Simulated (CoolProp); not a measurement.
100 sccm (0 °C, 1 atm) of nitrogen bubbles through liquid n-perfluorohexane at 293.5 K and leaves saturated at a total pressure of 0.15 MPa (ideal gas phase). Each further row changes one setting.

Model: reference Helmholtz-energy equation of state, Gao 2022, in CoolProp.

```json
[
 {"case": "as stated", "vapour pressure (kPa)": "23.9", "mole fraction of vapour": "0.159", "delivery (mg/min)": "286", "delivery (sccm)": "18.9", "change of delivery for a bath 1 K warmer (%)": "5.6"},
 {"case": "bath temperature 298.5 K", "vapour pressure (kPa)": "29.9", "mole fraction of vapour": "0.199", "delivery (mg/min)": "375", "delivery (sccm)": "24.9", "change of delivery for a bath 1 K warmer (%)": "5.6"},
 {"case": "total pressure 0.3 MPa", "vapour pressure (kPa)": "23.9", "mole fraction of vapour": "0.0797", "delivery (mg/min)": "131", "delivery (sccm)": "8.65", "change of delivery for a bath 1 K warmer (%)": "5.1"}
]
```
